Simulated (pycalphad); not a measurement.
All values are pycalphad results on the COST 507 light-alloy database (1999) (1 atm), not direct measurements. These are 1990s assessments: newer ones move some temperatures and phases.

**Al-14.16Si-0.85Fe (at.%): equilibrium cooling sequence**

```csv
T (°C),phases above,phases below
632.7,LIQUID,ALFESI_BETA + LIQUID
607.1,ALFESI_BETA + LIQUID,ALFESI_BETA + DIAMOND_A4 + LIQUID
575.8,ALFESI_BETA + DIAMOND_A4 + LIQUID,ALFESI_BETA + DIAMOND_A4 + FCC_A1
```

Changes were sought between steps of 40 K, so a narrower field can be missed.

Database names, with the compositions (at.%) that they take in these runs: ALFESI_BETA: Al 70 Si 15 Fe 15. FCC_A1 is fcc; DIAMOND_A4 is diamond (Si).
